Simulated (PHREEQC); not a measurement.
Solution (65 °C): 23 mmol/kgw NiCl2. Closed to the air; pH follows from the charge balance.

The numbers come from PHREEQC with the ion-association model, wateq4f.dat.

```json
[
 {"quantity": "pH", "before": "5.41", "after": "6.01"},
 {"quantity": "Ni+2 (mol/kgw)", "before": "0.0220", "after": "0.0219"},
 {"quantity": "NiCl+ (mol/kgw)", "before": "0.000951", "after": "0.00102"},
 {"quantity": "NiCl2 (mol/kgw)", "before": "9.39e-5", "after": "0.000105"},
 {"quantity": "NiOH+ (mol/kgw)", "before": "4.61e-6", "after": "1.14e-6"}
]
```

Task: Which change was made?
A) temperature from 65 to 5 °C
B) temperature from 65 to 20 °C
C) NiCl2 from 0.023 to 0.0115 mol/kgw
D) NiCl2 from 0.023 to 0.115 mol/kgw
E) NiCl2 from 0.023 to 0.0345 mol/kgw

Result: B, temperature from 65 to 20 °C

Precipitation was switched off in this run. Away from 25 °C the constants follow the database's enthalpies or fits; those with neither stay at their 25 °C values.
